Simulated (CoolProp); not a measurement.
Vapour-liquid equilibrium of dimethyl ether (1) + isobutane (2) at 57.75 °C; x and y are mole fractions of (1).

Values from CoolProp's multi-fluid Helmholtz-energy mixture model, Wu 2011 and Bücker 2006; pair parameters Bell 2016.

### Question
Give the bubble pressure and the first vapour's composition at x = 0.05, 0.35, 0.75. Is there an azeotrope?

### Answer
x = 0.05: 0.8786 MPa, y = 0.095; x = 0.35: 1.129 MPa, y = 0.469; x = 0.75: 1.324 MPa, y = 0.789. No azeotrope shows between x = 0.05 and 0.95.

Pair parameters are fitted to limited data, so mixtures are less certain than the pure fluids.
